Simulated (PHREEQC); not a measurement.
0.51 g of hydrous ferric oxide (600 m²/g; 0.2 weak and 0.005 strong sites per Fe, Dzombak-Morel constants, diffuse double layer) in 1 kg of water with 0.01 mol/kgw of an inert sodium salt and 0.11 mmol/kgw Na2SO4 and 0.071 mmol/kgw SrCl2, at 25 °C; the pH is set by adding NaOH or the inert anion's acid. Oxygen alone is held at its pressure in air (log pO2 = -0.68). No CO2 enters from the air. No solid was allowed to form.

Base run: PHREEQC, ion-association model, wateq4f.dat. Each further column changes one thing. The table gives Sr sorbed (%).

```json
[
 {"pH": "4", "base": "0.0", "no electrostatic term (-no_edl)": "0.1", "background salt from 0.01 to 0.001 mol/kgw": "0.0", "oxide from 0.51 to 2.5 g/kgw": "0.0"},
 {"pH": "5.33", "base": "0.0", "no electrostatic term (-no_edl)": "1.9", "background salt from 0.01 to 0.001 mol/kgw": "0.0", "oxide from 0.51 to 2.5 g/kgw": "0.0"},
 {"pH": "6", "base": "0.1", "no electrostatic term (-no_edl)": "___", "background salt from 0.01 to 0.001 mol/kgw": "0.1", "oxide from 0.51 to 2.5 g/kgw": "___"},
 {"pH": "7.33", "base": "4.9", "no electrostatic term (-no_edl)": "___", "background salt from 0.01 to 0.001 mol/kgw": "___", "oxide from 0.51 to 2.5 g/kgw": "20.1"},
 {"pH": "8.67", "base": "47.6", "no electrostatic term (-no_edl)": "___", "background salt from 0.01 to 0.001 mol/kgw": "50.4", "oxide from 0.51 to 2.5 g/kgw": "97.3"},
 {"pH": "10", "base": "98.8", "no electrostatic term (-no_edl)": "22.1", "background salt from 0.01 to 0.001 mol/kgw": "99.2", "oxide from 0.51 to 2.5 g/kgw": "100.0"},
 {"pH": "10.67", "base": "99.9", "no electrostatic term (-no_edl)": "21.0", "background salt from 0.01 to 0.001 mol/kgw": "100.0", "oxide from 0.51 to 2.5 g/kgw": "100.0"},
 {"pH": "12", "base": "100.0", "no electrostatic term (-no_edl)": "59.0", "background salt from 0.01 to 0.001 mol/kgw": "100.0", "oxide from 0.51 to 2.5 g/kgw": "100.0"}
]
```

Q: Some entries are withheld; supply them.

A: 
- 6, no electrostatic term (-no_edl): 7.2
- 6, oxide from 0.51 to 2.5 g/kgw: 0.2
- 7.33, no electrostatic term (-no_edl): 26.2
- 7.33, background salt from 0.01 to 0.001 mol/kgw: 5.4
- 8.67, no electrostatic term (-no_edl): 31.2
